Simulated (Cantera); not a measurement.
# Catalytic stagnation flow on Pt

A jet of H2 : O2 : N2 = 0.01 : 0.11 : 0.79 (molar parts), equivalence ratio 0.045 at 300 K and 0.460 bar hits a platinum plate 3.1 cm away at a mass flux of 0.046 kg/m²/s; the plate temperature is set and raised in steps from an oxygen-covered start.

Computed with Cantera and Deutschmann's 1995 Pt surface mechanism with GRI-Mech 3.0 gas chemistry. Catalytic surfaces can have several steady states; this one follows from the mechanism file's or the stated starting coverage.

```csv
plate T (K),wall x H2,wall x O2,wall x H2O,wall x OH,θ free Pt,θ O*,θ OH*
600,0.000928,0.110,0.0194,<1e-8,0.0139,0.981,0.00480
650,0.000905,0.110,0.0193,<1e-8,0.0150,0.982,0.00326
700,0.000782,0.110,0.0194,<1e-8,0.0183,0.979,0.00249
750,0.000530,0.110,0.0198,<1e-8,0.0287,0.969,0.00227
800,0.000323,0.110,0.0201,<1e-8,0.0503,0.947,0.00225
850,0.000204,0.110,0.0202,<1e-8,0.0836,0.914,0.00222
900,0.000139,0.110,0.0203,1.78e-8,0.127,0.871,0.00213
```
x: mole fraction at the wall; θ: surface coverage.
